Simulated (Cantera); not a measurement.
A freely propagating, adiabatic, planar premixed flame of CH₄ : C₂H₆ : C₃H₈ : O₂ : N₂ = 1 : 0.059 : 1.4 : 7.08 : 20 (molar parts), unburnt at 625 K and 7.40 bar; mixture-averaged transport, grid criteria slope 0.08 and curve 0.16, no radiation.

Detailed kinetics in Cantera: GRI-Mech 3.0 (53 species, 325 reactions). GRI-Mech 3.0 was tuned for natural gas; its chemistry of propane as a main component is partial and can be far from experiment. Burning velocities carry a grid error of a few per cent, more on coarse grids.

Problem. Predict: laminar burning velocity; thermal thickness; peak x(HCN); peak x(CH₂CO); peak x(H₂).

Solution. 
| Item | Value |
|---|---|
| laminar burning velocity | 129 cm/s |
| thermal thickness | 0.0417 mm |
| peak x(HCN) | 3.92e-5 |
| peak x(CH₂CO) | 0.00227 |
| peak x(H₂) | 0.0468 |
